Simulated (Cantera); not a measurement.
A perfectly stirred reactor is fed with CH₄ : O₂ : N₂ = 0.0061 : 0.056 : 1 (molar parts), at 9.87 atm; it is held at 1225 K, and followed from long to short residence time.

Detailed kinetics in Cantera: GRI-Mech 3.0 (53 species, 325 reactions).

Task: What does this change do: N2 1 to 0.26 parts?

Result: 
```csv
quantity,before,after
x(CH₄) at τ = 30.0 s,2.59e-6,6.64e-6
x(O₂) at τ = 30.0 s,0.0413,0.136
x(CO₂) at τ = 30.0 s,0.00572,0.0189
x(H₂O) at τ = 30.0 s,0.0115,0.0379
x(CH₂CO) at τ = 30.0 s,4.66e-9,5.45e-9
x(CH₄) at τ = 85.0 ms,0.000190,0.000470
x(O₂) at τ = 85.0 ms,0.0422,0.138
x(CO₂) at τ = 85.0 ms,0.00438,0.0157
x(H₂O) at τ = 85.0 ms,0.0110,0.0368
x(CH₂CO) at τ = 85.0 ms,1.66e-6,3.40e-6
```
The temperature is held fixed by assumption; the heat of reaction is taken as removed at once.

Task: What does this change do: temperature 1225 to 900 K?

Result: 
| quantity | before | after |
|---|---|---|
| x(CH₄) at τ = 30.0 s | 2.59e-6 | 0.000316 |
| x(O₂) at τ = 30.0 s | 0.0413 | 0.0423 |
| x(CO₂) at τ = 30.0 s | 0.00572 | 0.00448 |
| x(H₂O) at τ = 30.0 s | 0.0115 | 0.0108 |
| x(CH₂CO) at τ = 30.0 s | 4.66e-9 | 1.06e-7 |
| x(CH₄) at τ = 85.0 ms | 0.000190 | 0.00574 |
| x(O₂) at τ = 85.0 ms | 0.0422 | 0.0527 |
| x(CO₂) at τ = 85.0 ms | 0.00438 | 4.13e-12 |
| x(H₂O) at τ = 85.0 ms | 0.0110 | 1.95e-7 |
| x(CH₂CO) at τ = 85.0 ms | 1.66e-6 | <1e-12 |

Task: What does this change do: pressure from 9.87 atm to 0.632 atm?

Result: 
```tsv
quantity	before	after
x(CH₄) at τ = 30.0 s	2.59e-6	1.25e-6
x(O₂) at τ = 30.0 s	0.0413	0.0412
x(CO₂) at τ = 30.0 s	0.00572	0.00573
x(H₂O) at τ = 30.0 s	0.0115	0.0115
x(CH₂CO) at τ = 30.0 s	4.66e-9	3.52e-10
x(CH₄) at τ = 85.0 ms	0.000190	5.47e-5
x(O₂) at τ = 85.0 ms	0.0422	0.0416
x(CO₂) at τ = 85.0 ms	0.00438	0.00516
x(H₂O) at τ = 85.0 ms	0.0110	0.0113
x(CH₂CO) at τ = 85.0 ms	1.66e-6	2.16e-8
```
